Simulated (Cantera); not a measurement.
Input: 1 mol Fe3O4, 1.2 mol H2, 1.5 mol N2, equilibrated at 10.0 mbar.

Cantera equilibrium calculation (NASA polynomials, part measured and part estimated; ideal gas, pure solids and liquids). Candidate condensed phases: Fe, FeO, Fe(OH)2, Fe(OH)3, Fe2O3, Fe3O4, H2O; 27 gas species. The tables' stoichiometric FeO is somewhat more stable than real wüstite, so its field is too wide. FeO: taken at fixed stoichiometry. Kinetics and transport are ignored. All values below are at 1673 K.

Base state: N2 0.555, H2O 0.370, H2 0.0739, H 0.000310, OH 7.46e-5, Fe 3.79e-5, Fe(OH)2 2.46e-5 (mole fractions); condensed: FeO(l).

Question: What changes in the equilibrium state with this change: Fe3O4 replaced by Cr2O3?

Answer: 
```json
[
 {"species": "N2", "before": "0.555", "after": "0.555"},
 {"species": "H2", "before": "0.0739", "after": "0.442"},
 {"species": "H2O", "before": "0.370", "after": "0.00171"},
 {"species": "Cr", "before": "0", "after": "0.00114"},
 {"species": "Fe", "before": "3.79e-5", "after": "0"},
 {"species": "Fe(OH)2", "before": "2.46e-5", "after": "0"},
 {"species": "OH", "before": "7.46e-5", "after": "1.41e-7"},
 {"species": "H", "before": "0.000310", "after": "0.000757"},
 {"species": "FeO(l), mol", "before": "3.00", "after": "0"},
 {"species": "Cr2O3(s), mol", "before": "0", "after": "0.998"}
]
```
Further candidate phases: Cr, CrN, Cr2N, Cr2O3.

Question: What changes in the equilibrium state with this change: Fe3O4 replaced by SiO2?

Answer: 
```json
[
 {"species": "N2", "before": "0.555", "after": "0.554"},
 {"species": "H2", "before": "0.0739", "after": "0.440"},
 {"species": "SiO", "before": "0", "after": "0.00257"},
 {"species": "H2O", "before": "0.370", "after": "0.00257"},
 {"species": "Fe", "before": "3.79e-5", "after": "0"},
 {"species": "Fe(OH)2", "before": "2.46e-5", "after": "0"},
 {"species": "OH", "before": "7.46e-5", "after": "2.12e-7"},
 {"species": "H", "before": "0.000310", "after": "0.000756"},
 {"species": "FeO(l), mol", "before": "3.00", "after": "0"},
 {"species": "SiO2(β-quartz), mol", "before": "0", "after": "0.993"}
]
```
The tables hold silica as quartz up to 1696 K and as liquid above; real silica turns to tridymite and cristobalite and melts near 1996 K. Further candidate phases: Si, SiO2, Si2N2O, Si3N4.
